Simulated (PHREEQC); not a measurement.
Consider water at 25 °C with 0.017 mol HF, 0.00015 mol KF and 0.064 mol H2SO4 per kg of water. Closed to the air; pH follows from the charge balance.

Computed with PHREEQC (ion-association model, wateq4f.dat).

**Question.** The ionic strength comes out as 0.0954 mol/kgw. What activity coefficients do F-, KSO4-, K+, SO4-2, HSO4- get?

**Answer.** F- 0.77, KSO4- 0.79, K+ 0.77, SO4-2 0.38, HSO4- 0.78.

No solid was allowed to form. wateq4f.dat counts part of the HF as a dimer, H2F2, which phreeqc.dat doesn't know; its constant is uncertain.
